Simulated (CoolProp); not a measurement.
Saturation properties of nitrogen.

Model: reference Helmholtz-energy equation of state, Span 2000, in CoolProp.

| T (°C) | p (MPa) | liquid density (kg/m³) | enthalpy of vaporisation (kJ/kg) | liquid cp (kJ/(kg K)) | vapour Z | liquid viscosity (µPa s) |
|---|---|---|---|---|---|---|
| -185.45 | 0.2944 | 756.8 | 184.3 | 2.115 | 0.9087 | 111 |
| -183.45 | 0.3513 | 746.6 | 181.0 | 2.137 | 0.8968 | 104 |
| -181.45 | 0.4158 | 736.1 | 177.5 | 2.162 | 0.8839 | 97.4 |
| -179.45 | 0.4885 | 725.4 | 173.9 | 2.191 | 0.8702 | 91.6 |
| -177.45 | 0.5701 | 714.4 | 170.0 | 2.225 | 0.8555 | 86.2 |
| -175.45 | 0.6611 | 703.0 | 166.0 | 2.264 | 0.8398 | 81.1 |
| -173.45 | 0.7622 | 691.2 | 161.6 | 2.310 | 0.8230 | 76.4 |
| -171.45 | 0.8739 | 678.9 | 157.1 | 2.365 | 0.8052 | 72.0 |
| -169.45 | 0.9970 | 666.1 | 152.2 | 2.430 | 0.7862 | 67.9 |
| -167.35 | 1.139 | 652.1 | 146.7 | 2.512 | 0.7649 | 63.7 |
| -165.35 | 1.287 | 638.0 | 141.0 | 2.609 | 0.7432 | 60.0 |
| -163.35 | 1.449 | 623.0 | 135.0 | 2.730 | 0.7199 | 56.3 |
| -161.35 | 1.625 | 607.0 | 128.3 | 2.883 | 0.6948 | 52.8 |
| -159.35 | 1.815 | 589.8 | 121.0 | 3.085 | 0.6676 | 49.4 |
| -157.35 | 2.022 | 570.9 | 113.0 | 3.363 | 0.6379 | 45.9 |

It boils at -195.8 °C under 1 atm.

Viscosity comes from a separate model (Lemmon 2004).
